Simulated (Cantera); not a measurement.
A perfectly stirred reactor is fed with C₂H₆ : N₂ = 1 : 4.6 (molar parts), at 13300 Pa; it is held at 1450 K, and followed from long to short residence time.

Cantera simulation using GRI-Mech 3.0 (53 species, 325 reactions); the numbers are that mechanism's predictions, not measurements. GRI-Mech 3.0 stops at C3 and has no aromatics, soot or wall deposition, so with more carbon than oxygen in the feed, carbon stays in small species such as C2H2 where larger ones or solid carbon would form.

x: mole fraction; the columns are a selection and need not sum to one.

```tsv
τ (s)	x C₂H₆	x C₂H₄	x HCN	x C₂H₂	x H
24	2.81e-5	0.00198	…	0.121	1.97e-5
6.4	7.77e-5	0.00230	3.68e-8	0.119	2.73e-5
1.7	0.000212	0.00322	3.58e-8	0.116	3.88e-5
0.47	0.000574	0.00555	3.36e-8	0.112	5.30e-5
0.13	0.00161	0.0114	…	0.104	6.87e-5
0.034	0.00496	0.0254	…	0.0864	8.47e-5
0.0093	0.0153	0.0482	…	0.0581	9.45e-5
0.0025	0.0464	0.0642	…	0.0248	9.07e-5
```

Complete the blanks.


- 24, x HCN: 4.01e-8
- 0.13, x HCN: 2.95e-8
- 0.034, x HCN: 2.44e-8
- 0.0093, x HCN: 2.00e-8
- 0.0025, x HCN: 1.53e-8
